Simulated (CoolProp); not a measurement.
The fluid at 461.14 K and 0.152 MPa (gas) is heated at constant pressure to 489.6 K. The same conditions are run with several fluids, on thermodynamics alone (safety and materials aside).

Model: reference Helmholtz-energy equation of state of each fluid (trans-2-butene: Lemmon 2005; cis-2-butene: Lemmon 2005; carbon monoxide: Lemmon 2006; R141b: Lemmon 2006; R113: Marx 1992), in CoolProp.

Q: Rank trans-2-butene, cis-2-butene, carbon monoxide, R141b, R113 by heat (kJ/kg), highest first.

A: trans-2-butene (63.0), cis-2-butene (60.5), carbon monoxide (30.2), R141b (27.9), R113 (22.7)

```json
[
 {"fluid": "trans-2-butene", "final density (kg/m³)": "2.11"},
 {"fluid": "cis-2-butene", "final density (kg/m³)": "2.11"},
 {"fluid": "carbon monoxide", "final density (kg/m³)": "1.05"},
 {"fluid": "R141b", "final density (kg/m³)": "4.41"},
 {"fluid": "R113", "final density (kg/m³)": "7.10"}
]
```
